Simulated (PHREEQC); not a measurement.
Solution (50 °C): 0.039 mol NH4Cl, 0.0002 mol NaF and 0.039 mol KCl per kg of water. Closed to the air; pH follows from the charge balance.

Equilibrium calculation in PHREEQC: ion-association model, phreeqc.dat.

Each row changes one thing in this solution. Precipitation was switched off in this run.

```json
[
 {"case": "as made", "pH": "5.14", "HF (mol/kgw)": "2.63e-6", "NaF (mol/kgw)": "1.36e-8", "HF2- (mol/kgw)": "2.25e-9", "SI of Sylvite (KCl)": "-3.75", "SI of Halite (NaCl)": "-6.61"},
 {"case": "KCl from 0.039 to 0.0351 mol/kgw", "pH": "5.13", "HF (mol/kgw)": "2.65e-6", "NaF (mol/kgw)": "1.37e-8", "HF2- (mol/kgw)": "(withheld)", "SI of Sylvite (KCl)": "-3.82", "SI of Halite (NaCl)": "-6.63"},
 {"case": "NH4Cl from 0.039 to 0.0351 mol/kgw", "pH": "5.16", "HF (mol/kgw)": "2.52e-6", "NaF (mol/kgw)": "1.38e-8", "HF2- (mol/kgw)": "2.15e-9", "SI of Sylvite (KCl)": "-3.77", "SI of Halite (NaCl)": "-6.63"},
 {"case": "temperature from 50 to 85 °C", "pH": "4.78", "HF (mol/kgw)": "1.15e-5", "NaF (mol/kgw)": "1.25e-8", "HF2- (mol/kgw)": "9.16e-9", "SI of Sylvite (KCl)": "-3.91", "SI of Halite (NaCl)": "-6.65"},
 {"case": "NH4Cl left out", "pH": "6.68", "HF (mol/kgw)": "8.08e-8", "NaF (mol/kgw)": "1.56e-8", "HF2- (mol/kgw)": "7.01e-11", "SI of Sylvite (KCl)": "-4.00", "SI of Halite (NaCl)": "-6.86"},
 {"case": "NH4Cl replaced by CaCl2 at the same molality", "pH": "6.65", "HF (mol/kgw)": "7.42e-8", "NaF (mol/kgw)": "1.19e-8", "HF2- (mol/kgw)": "6.39e-11", "SI of Sylvite (KCl)": "-3.64", "SI of Halite (NaCl)": "-6.48"},
 {"case": "KCl from 0.039 to 0.078 mol/kgw", "pH": "5.15", "HF (mol/kgw)": "(withheld)", "NaF (mol/kgw)": "1.25e-8", "HF2- (mol/kgw)": "2.07e-9", "SI of Sylvite (KCl)": "-3.31", "SI of Halite (NaCl)": "-6.46"},
 {"case": "NaF from 0.0002 to 2e-05 mol/kgw", "pH": "5.08", "HF (mol/kgw)": "2.95e-7", "NaF (mol/kgw)": "1.36e-10", "HF2- (mol/kgw)": "2.52e-11", "SI of Sylvite (KCl)": "-3.75", "SI of Halite (NaCl)": "-7.61"}
]
```

### Question
Some entries are withheld; supply them.

### Answer

- KCl from 0.039 to 0.0351 mol/kgw, HF2- (mol/kgw): 2.27e-9
- KCl from 0.039 to 0.078 mol/kgw, HF (mol/kgw): 2.42e-6

Species that the database lacks are ignored. Some of these states are supersaturated (in Fluorite, for instance). Constants without temperature data keep their 25 °C values here.
